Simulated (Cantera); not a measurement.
**Equilibrium for aluminium nitride and oxide growth: Al + O2 + H2**

Charge: 1 mol Al, a varied amount of O2, 1.6 mol H2, at 1000 K and 7.80 mbar.

Method: chemical equilibrium by Gibbs-energy minimisation in Cantera with the NASA 1993 tables (ideal gas, pure condensed phases). Candidate condensed phases: Al, Al2O3, H2O; 19 gas species. Equilibrium is a limit: real reactors are often held back by kinetics, nucleation or transport.

```tsv
n(O2) (mol)	x O2	x H2O	x H2	x OH	n Al2O3(s)
1.4	<1e-12	0.812	0.188	1.07e-10	0.500
2	0.220	0.780	1.65e-9	1.09e-6	0.500
2.9	0.458	0.542	7.93e-10	1.09e-6	0.500
4.3	0.632	0.368	4.58e-10	9.77e-7	0.500
6.2	0.744	0.256	2.94e-10	8.49e-7	0.500
9.1	0.825	0.175	1.90e-10	7.20e-7	0.500
13	0.877	0.123	1.30e-10	6.12e-7	0.500
19	0.916	0.0840	8.68e-11	5.12e-7	0.500
```
x: gas mole fraction; n: condensed amount in mol.

From 1.4 mol O2 to 19 mol O2 the condensed part is Al2O3(s).
